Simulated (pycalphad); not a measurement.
An equivalent pycalphad script:

```python
from pycalphad import Database, equilibrium, calculate, variables as v
import numpy as np
db = Database('COST507.tdb')
comps = ['SI', 'AL', 'VA']
phases = ['DIAMOND_A4', 'FCC_A1', 'LIQUID']
eq = equilibrium(db, comps, phases, {v.X('AL'): 0.1605, v.T: np.arange(1850, 499, -25), v.P: 101325, v.N: 1}, output=['HM', 'SM'])
```

CALPHAD calculation (pycalphad, COST 507 light-alloy database (1999)), 1 atm. The database dates from 1999; later assessments differ in places, in temperatures and in the compounds included. Phase fractions are per mole of atoms.

Results at three of the temperatures:

```
T = 1525.00 K, P = 101325 Pa, N = 1 mol of atoms
G = -66430 J/mol, H = 53252 J/mol, S = 78.48 J/(mol K)  (SER reference)
chemical potentials (J/mol): Si -58433, Al -108253
phase             fraction      x(Si)      x(Al)
LIQUID              0.5639     0.7155     0.2845
DIAMOND_A4          0.4361     0.9999   0.000104
```

```
T = 1350.00 K, P = 101325 Pa, N = 1 mol of atoms
G = -53845 J/mol, H = 36607 J/mol, S = 67.00 J/(mol K)  (SER reference)
chemical potentials (J/mol): Si -48425, Al -82193
phase             fraction      x(Si)      x(Al)
DIAMOND_A4          0.6697     0.9999   7.75e-05
LIQUID              0.3303     0.5142     0.4858
```

```
T = 575.00 K, P = 101325 Pa, N = 1 mol of atoms
G = -13937 J/mol, H = 6385 J/mol, S = 35.34 J/(mol K)  (SER reference)
chemical potentials (J/mol): Si -12999, Al -18844
phase             fraction      x(Si)      x(Al)
DIAMOND_A4          0.8394     1.0000   4.26e-10
FCC_A1              0.1606    0.00059     0.9994
```

Changes of the phase set, refined by bisection:

```tsv
T (K)	phases above	phases below
1605.3	LIQUID	DIAMOND_A4 + LIQUID
850.1	DIAMOND_A4 + LIQUID	DIAMOND_A4 + FCC_A1
```

FCC_A1 is fcc; DIAMOND_A4 is diamond (Si).
